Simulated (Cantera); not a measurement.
An isothermal, constant-pressure homogeneous reactor starts with CH₄ : N₂ = 1 : 3.1 (molar parts), at 1698 K and 101000 Pa.

Detailed kinetics in Cantera: GRI-Mech 3.0 (53 species, 325 reactions). GRI-Mech 3.0 stops at C3 and has no aromatics, soot or wall deposition, so with more carbon than oxygen in the feed, carbon stays in small species such as C2H2 where larger ones or solid carbon would form.

x: mole fraction; the columns are a selection and need not sum to one.

```csv
t (s),x CH₄,x H,x C₂H₆,x CH₃,x C₂H₄
0.000600,0.236,3.75e-6,0.000890,0.00119,0.00205
0.00155,0.214,1.13e-5,0.00110,0.00129,0.00744
0.00399,…,…,…,…,…
0.0103,0.123,3.57e-5,0.000213,0.000605,0.00270
0.0265,0.0723,5.03e-5,6.81e-5,0.000354,0.00140
0.0682,0.0342,6.37e-5,1.58e-5,0.000175,0.00120
0.176,0.0144,7.26e-5,3.18e-6,7.68e-5,0.00127
0.453,…,7.66e-5,…,…,0.00133
1.17,0.00615,7.73e-5,8.90e-7,3.37e-5,0.00134
3.01,0.00613,7.73e-5,8.87e-7,3.36e-5,0.00134
7.76,0.00613,7.73e-5,8.87e-7,3.36e-5,0.00134
20.0,0.00613,7.73e-5,8.87e-7,3.36e-5,0.00134
```

Task: What belongs in the gaps?

Result: 
- 0.00399, x CH₄: 0.173
- 0.00399, x H: 2.25e-5
- 0.00399, x C₂H₆: 0.000526
- 0.00399, x CH₃: 0.000916
- 0.00399, x C₂H₄: 0.00678
- 0.453, x CH₄: 0.00731
- 0.453, x C₂H₆: 1.10e-6
- 0.453, x CH₃: 3.99e-5
